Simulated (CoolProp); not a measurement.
Properties of oxygen along the isotherm -115.95 °C (Tc = -118.6 °C, pc = 5.046 MPa, ω = 0.022).

Computed with CoolProp (reference Helmholtz-energy equation of state, Schmidt 1985).

| p (MPa) | phase | cp (kJ/(kg K)) | expansivity (1/kK) | conductivity (mW/(m K)) |
|---|---|---|---|---|
| 0.158 | gas | 0.9235 | 6.554 | 14.5 |
| 0.315 | gas | 0.9379 | 6.756 | 14.6 |
| 0.473 | gas | 0.9532 | 6.971 | 14.8 |
| 0.631 | gas | 0.9694 | 7.199 | 14.9 |
| 0.789 | gas | 0.9866 | 7.442 | 15.1 |
| 0.946 | gas | 1.005 | 7.698 | 15.2 |
| 1.1 | gas | 1.024 | 7.966 | 15.4 |
| 1.26 | gas | 1.045 | 8.263 | 15.6 |
| 1.42 | gas | 1.067 | 8.582 | 15.8 |
| 1.58 | gas | 1.091 | 8.925 | 16.0 |
| 1.73 | gas | 1.116 | 9.271 | 16.2 |
| 1.89 | gas | 1.144 | 9.669 | 16.4 |
| 2.05 | gas | 1.174 | 10.10 | 16.6 |
| 2.21 | gas | 1.207 | 10.57 | 16.9 |
| 2.37 | gas | 1.243 | 11.09 | 17.1 |
| 2.52 | gas | 1.281 | 11.62 | 17.4 |

Thermal conductivity comes from a separate model (Lemmon 2004).
